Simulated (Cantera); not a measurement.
**CF4 + CH4 (fluorocarbon and chlorocarbon gases)**

A closed system holds: 1 mol CF4, 0.78 mol CH4, held at 1748 K.

Cantera equilibrium calculation (NASA polynomials, part measured and part estimated; ideal gas, pure solids and liquids). Candidate condensed phases: C, C6H6, C7H8, C8H18; 95 gas species. Gases not in the tables: C2F6 and larger saturated fluorocarbons. Kinetics and transport are ignored.

```
P (Pa)  log p HF  log p F  log p CF4  log p CF2  log p CF3  log p CF  n C(graphite)
------  --------  -------  ---------  ---------  ---------  --------  -------------
1          -5.08    -5.89      -7.00      -6.49      -8.64     -8.85           1.62
6.80       -4.22    -5.53      -5.57      -5.78      -7.56     -8.49           1.55
46         -3.37    -5.29      -4.59      -5.29      -6.83     -8.24           1.55
320        -2.53    -5.07      -3.70      -4.84      -6.16     -8.02           1.55
2200       -1.69    -4.85      -2.85      -4.42      -5.52     -7.81           1.56
15000      -0.85    -4.64      -2.01      -4.00      -4.89     -7.60           1.56
100000     -0.03    -4.44      -1.18      -3.58      -4.27     -7.39           1.56
```
log p: log10 of the partial pressure in bar; n: condensed amount in mol.

From 1.00 Pa to 1.00 bar the condensed part is C(graphite). The main C-bearing gas is CF2 at 1.00 Pa and CF4 at 1.00 bar. The share of C in condensed phases is highest at 1.00 Pa (91.0 %) and lowest at 46.0 Pa (87.1 %).
